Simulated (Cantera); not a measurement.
# Ignition delay

Mixture: CH₄ : O₂ : N₂ : CO₂ = 1 : 2.94 : 11.1 : 3.4 (molar parts), equivalence ratio 0.68, at 1.58 atm, adiabatic and at constant volume. Ignition delay is the time to a rise of 400 K.

Computed with Cantera and GRI-Mech 3.0 (53 species, 325 reactions).

```
T0 (K)  delay (ms)
------  ----------
1100           138
1150          66.0
1200          32.6
1250          16.7
1300          8.79
1350          4.78
```

The apparent activation energy between 1250 and 1350 K is 180 kJ/mol.
